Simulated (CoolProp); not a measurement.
Saturation properties of CH3F (R41).

Computed with CoolProp (reference Helmholtz-energy equation of state, Lemmon 2006). It is a short technical equation, of lower accuracy than the large ones.

```csv
T (K),p (kPa),liquid density (kg/m³),enthalpy of vaporisation (kJ/kg),vapour Z,surface tension (mN/m)
242.4,799.5,770.6,408.5,0.8463,8.40
246.9,930.3,758.6,399.1,0.8308,7.78
251.4,1077,746.2,…,0.8142,7.17
256,…,733.0,378.6,0.7962,6.55
260.5,1425,719.6,367.6,…,5.96
265,1625,705.7,356.0,0.7575,5.38
269.5,1845,691.1,343.7,0.7363,4.81
274.1,2093,675.5,330.2,0.7131,4.24
278.6,2359,659.3,…,0.6889,3.70
283.1,2650,642.2,300.7,0.6628,3.17
287.7,2975,623.4,283.7,…,2.65
292.2,3321,603.4,265.4,0.6036,2.16
296.7,3698,…,244.9,0.5700,1.69
```

Question: What belongs in the gaps?

Answer: 
- 251.4, enthalpy of vaporisation (kJ/kg): 389.2
- 256, p (kPa): 1243
- 260.5, vapour Z: 0.7775
- 278.6, enthalpy of vaporisation (kJ/kg): 316.0
- 287.7, vapour Z: 0.6341
- 296.7, liquid density (kg/m³): 581.5

It boils at 194.8 K under 1 atm.

Surface tension comes from a separate correlation (Mulero 2012).
